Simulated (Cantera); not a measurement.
Cantera with NASA thermochemical tables; ideal gases at 1 bar, condensed phases pure. Values are per mole of reaction as written; species without (g) are pure solids or liquids, kept so even where they would boil at 1 bar.

3 CaS + 2 NH3(g) = N2(g) + 3 Ca + 3 H2S(g)

```
T (K)  ΔH° (kJ)  ΔS° (J/K)  ΔG° (kJ)  log10 K
-----  --------  ---------  --------  -------
1550     1474.5      400.0     854.5   -28.80
1600     1474.6      400.0     834.5   -27.24
1650     1474.7      400.1     814.5   -25.79
1700        ___        ___       ___      ___
1750     1474.7      400.1     774.5   -23.12
1800     1474.7      400.1     754.5   -21.90
1850        ___        ___       ___      ___
1900     1474.5      400.0     714.5   -19.64
1950     1474.4      399.9     694.5   -18.60
```

What belongs in the gaps?


- 1700, ΔH° (kJ): 1474.7
- 1700, ΔS° (J/K): 400.1
- 1700, ΔG° (kJ): 794.5
- 1700, log10 K: -24.41
- 1850, ΔH° (kJ): 1474.6
- 1850, ΔS° (J/K): 400.0
- 1850, ΔG° (kJ): 734.5
- 1850, log10 K: -20.74
